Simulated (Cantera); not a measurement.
Input: 1 mol Si, 20 mol HBr, equilibrated at 1098.15 K and 0.133 bar.

Equilibrium computed with Cantera from the NASA thermochemical tables; the gas is ideal and each condensed phase is pure. Candidate condensed phases: Br₂, Si; 19 gas species. The tables' values for SiBr₃ are old estimates; treat these amounts as uncertain. Kinetics and transport are ignored.

Base state: HBr 0.842, H₂ 0.105, SiBr₄ 0.0525, Br 0.000141, SiHBr₃ 5.65e-5, SiBr₃ 3.77e-5 (mole fractions); condensed: gas only.

Q: What changes in the equilibrium state with this change: temperature from 1098.15 K to 1723 K?

A: 
```json
[
 {"species": "HBr", "before": "0.842", "after": "0.794"},
 {"species": "H₂", "before": "0.105", "after": "0.0937"},
 {"species": "Br", "before": "0.000141", "after": "0.0624"},
 {"species": "SiBr₄", "before": "0.0525", "after": "0.00988"},
 {"species": "SiBr₂", "before": "3.34e-6", "after": "0.0332"},
 {"species": "H", "before": "2.20e-8", "after": "0.000153"},
 {"species": "SiBr₃", "before": "3.77e-5", "after": "0.00581"},
 {"species": "Br₂", "before": "9.71e-6", "after": "0.000731"},
 {"species": "SiHBr₃", "before": "5.65e-5", "after": "0.000154"}
]
```
